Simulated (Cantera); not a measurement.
An isothermal, constant-pressure homogeneous reactor starts with C₂H₆ : H₂ = 1 : 2.4 (molar parts), at 1225 K and 120 Pa.

Cantera simulation using GRI-Mech 3.0 (53 species, 325 reactions); the numbers are that mechanism's predictions, not measurements. GRI-Mech 3.0 stops at C3 and has no aromatics, soot or wall deposition, so with more carbon than oxygen in the feed, carbon stays in small species such as C2H2 where larger ones or solid carbon would form. Radical loss at walls, strong at low pressure, is not modelled.

### Question
Predict: x(C₂H₆) at 40.0 s; x(H₂) at 40.0 s; x(CH₃) at 40.0 s; x(C₂H₂) at 40.0 s; x(C₂H₄) at 40.0 s.

### Answer
| Property | Result |
|---|---|
| x(C₂H₆) at 40.0 s | 6.79e-6 (gas-phase equilibrium 1.57e-7) |
| x(H₂) at 40.0 s | 0.689 (gas-phase equilibrium 0.806) |
| x(CH₃) at 40.0 s | 9.20e-6 (gas-phase equilibrium 2.30e-6) |
| x(C₂H₂) at 40.0 s | 0.0579 (gas-phase equilibrium 0.180) |
| x(C₂H₄) at 40.0 s | 0.0953 (gas-phase equilibrium 0.00143) |
